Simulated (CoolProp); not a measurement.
Ammonia along the isotherm 464.9 K: Z from the reference equation and from simpler models built on Tc = 405.6 K, pc = 11360 kPa, ω = 0.256; each cubic takes its own stable root.

Values from CoolProp's reference Helmholtz-energy equation of state, Gao 2020.

```
p (kPa)          phase  reference
-------  -------------  ---------
7140               gas     0.8477
14300    supercritical     0.6690
21400    supercritical     0.4915
28600    supercritical     0.4307
35700    supercritical     0.4524
42900    supercritical     0.4944
50000    supercritical     0.5416
57100    supercritical     0.5907
64300    supercritical     0.6410
71400    supercritical     0.6908
78600    supercritical     0.7410
85700    supercritical     0.7902
92900    supercritical     0.8397
100000   supercritical     0.8882
```

**Question.** How far does each simpler model (van der Waals, Redlich-Kwong) lie from the reference over these 14 states: mean and median of the absolute difference, and the worst?

**Answer.** 
- van der Waals: mean 35.7 %, median 45.4 %, worst +52.3 % at 464.9 K and 100000 kPa
- Redlich-Kwong: mean 17.2 %, median 21.5 %, worst +22.5 % at 464.9 K and 50000 kPa
